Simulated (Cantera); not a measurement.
**Adiabatic ignition**

An adiabatic, constant-pressure homogeneous reactor starts with CH4 : C2H6 : C3H8 : O2 : N2 : H2O = 1 : 0.13 : 0.39 : 8.81 : 33.1 : 12 (molar parts), equivalence ratio 0.50, at 1475 K and 2.96 atm.

Detailed kinetics in Cantera: GRI-Mech 3.0 (53 species, 325 reactions). GRI-Mech 3.0 was tuned for natural gas; its chemistry of propane as a main component is partial and can be far from experiment.

```
t (s)     T (K)   x CH4   x C2H6   x C3H8      x CO    x C2H4
--------  -----  ------  -------  -------  --------  --------
4.00e-6    1474  0.0180  0.00232  0.00689   7.06e-7  0.000147
1.55e-5    1473  0.0178  0.00229  0.00615   5.03e-5   0.00105
5.99e-5    1531  0.0137  0.00128  0.00119   0.00540   0.00632
0.000232   2221  <1e-12   <1e-12   <1e-12  0.000668    <1e-12
0.000896   2222  <1e-12   <1e-12   <1e-12  0.000624    <1e-12
0.00346    2222  <1e-12   <1e-12   <1e-12  0.000624    <1e-12
0.0134     2221  <1e-12   <1e-12   <1e-12  0.000621    <1e-12
0.0518     2218  <1e-12   <1e-12   <1e-12  0.000612    <1e-12
0.200      2212  <1e-12   <1e-12   <1e-12  0.000594    <1e-12
0.776      2210  <1e-12   <1e-12   <1e-12  0.000587    <1e-12
3.00       2210  <1e-12   <1e-12   <1e-12  0.000587    <1e-12
```
x: mole fraction; the columns are a selection and need not sum to one.

The time of steepest temperature rise comes out as 75.4 µs and the temperature at 3.00 s comes out as 2210 K. The equilibrium temperature is 2210 K, the x(CH4) at 3.00 s is <1e-12 (gas-phase equilibrium <1e-12) and the x(C2H6) at 3.00 s is <1e-12 (gas-phase equilibrium <1e-12). The x(C3H8) at 3.00 s is <1e-12 (gas-phase equilibrium <1e-12).
